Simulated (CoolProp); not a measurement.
A single-stage vapour-compression cycle with cis-2-butene: evaporating at 294.15 K (dew point), condensing at 349.15 K (bubble point), superheat 0 K, subcooling 5 K, compressor efficiency 0.65, no pressure losses. Each further row changes one setting.

Model: reference Helmholtz-energy equation of state, Lemmon 2005, in CoolProp. It is a short technical equation, of lower accuracy than the large ones.

| case | cooling COP | pressure ratio | discharge temperature (K) | refrigerating effect (kJ/kg) | volumetric capacity (kJ/m³) |
|---|---|---|---|---|---|
| as stated | 2.82 | 4.53 | 367.3 | 279 | 1280 |
| evaporating temperature 299.15 K | 3.23 | 3.85 | 364.9 | 285 | 1520 |
| condensing temperature 344.15 K | 3.20 | 4.04 | 361.6 | 291 | 1330 |
| subcooling 10 K | 2.95 | 4.53 | 367.3 | 291 | 1330 |
| superheat 10 K | 2.85 | 4.53 | 377.6 | 294 | 1290 |
| compressor efficiency 0.55 | 2.39 | 4.53 | 376.6 | 279 | 1280 |
